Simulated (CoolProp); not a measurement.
A single-stage vapour-compression cycle with the fluid: evaporating at 202.15 K (dew point), condensing at 254.15 K (bubble point), superheat 5 K, subcooling 5 K, compressor efficiency 0.9, no pressure losses. The same conditions are run with several fluids, on thermodynamics alone (safety and materials aside).

Computed with CoolProp (reference Helmholtz-energy equation of state of each fluid (hydrogen chloride: Thol 2018; R22: Kamei 1995; R143a: Lemmon and Jacobsen 2000; R13: Platzer 1990; ethylene: Smukala 2000; CH2F2 (R32): Tillner-Roth 1997)). The equations of Platzer and Polt are older, rougher fits.

```json
[
 {"fluid": "hydrogen chloride", "cooling COP": "2.65", "pressure ratio": "7.22", "discharge temperature (K)": "378.4", "refrigerating effect (kJ/kg)": "351", "volumetric capacity (kJ/m³)": "1640"},
 {"fluid": "R22", "cooling COP": "2.89", "pressure ratio": "13.3", "discharge temperature (K)": "325.9", "refrigerating effect (kJ/kg)": "203", "volumetric capacity (kJ/m³)": "198"},
 {"fluid": "R143a", "cooling COP": "2.90", "pressure ratio": "11.6", "discharge temperature (K)": "289.8", "refrigerating effect (kJ/kg)": "184", "volumetric capacity (kJ/m³)": "257"},
 {"fluid": "R13", "cooling COP": "2.71", "pressure ratio": "6.87", "discharge temperature (K)": "285.5", "refrigerating effect (kJ/kg)": "101", "volumetric capacity (kJ/m³)": "1110"},
 {"fluid": "ethylene", "cooling COP": "2.51", "pressure ratio": "5.22", "discharge temperature (K)": "310.5", "refrigerating effect (kJ/kg)": "304", "volumetric capacity (kJ/m³)": "2720"},
 {"fluid": "CH2F2 (R32)", "cooling COP": "2.77", "pressure ratio": "12.4", "discharge temperature (K)": "358.3", "refrigerating effect (kJ/kg)": "331", "volumetric capacity (kJ/m³)": "345"}
]
```
